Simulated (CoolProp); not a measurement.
Toluene at 298.15 K and 0.335 MPa flows at 0.63 m/s in a round tube of 100 mm bore and 15 µm roughness, fully developed (64/Re and Nu = 3.66 if laminar; Colebrook and Gnielinski if turbulent). Each further row changes one setting.

The numbers come from the reference Helmholtz-energy equation of state, Lemmon 2006 in CoolProp. It is a short technical equation, of lower accuracy than the large ones.

| case | Reynolds number | Darcy friction factor | pressure drop (Pa/m) | heat-transfer coefficient (W/(m² K)) | mass flow (kg/h) |
|---|---|---|---|---|---|
| as stated | 98200 | 0.0188 | [?] | [?] | 15400 |
| velocity 1.26 m/s | 196000 | [?] | 115 | 1490 | 30700 |
| diameter 200 mm | 196000 | [?] | 13.9 | [?] | 61400 |

Question: What belongs in the gaps?

Answer: 
- as stated, pressure drop (Pa/m): 32.2
- as stated, heat-transfer coefficient (W/(m² K)): 802
- velocity 1.26 m/s, Darcy friction factor: 0.0168
- diameter 200 mm, Darcy friction factor: 0.0163
- diameter 200 mm, heat-transfer coefficient (W/(m² K)): 729

Viscosity comes from a separate model (Avgeri 2015). Thermal conductivity comes from a separate model (Assael 2012).
